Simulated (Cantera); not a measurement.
A freely propagating, adiabatic, planar premixed flame of 25.2 % H2, 17.7 % O2, 51.3 % N2, 5.79 % H2O, equivalence ratio 0.71, unburnt at 548 K and 7500 Torr; mixture-averaged transport, grid criteria slope 0.08 and curve 0.16, no radiation.

Cantera simulation using the H2/O2 subset of GRI-Mech 3.0, which has no nitrogen chemistry; the numbers are that mechanism's predictions, not measurements. The hydrogen kinetics of GRI-Mech 3.0 are dated; newer H2 mechanisms differ, most at raised pressure. Burning velocities carry a grid error of a few per cent, more on coarse grids.

### Question
Predict: laminar burning velocity; thermal thickness; peak x(O); peak x(OH); peak x(H2O2).

### Answer
* **laminar burning velocity**: 232 cm/s
* **thermal thickness**: 0.0271 mm
* **peak x(O)**: 0.00372
* **peak x(OH)**: 0.0124
* **peak x(H2O2)**: 0.000358
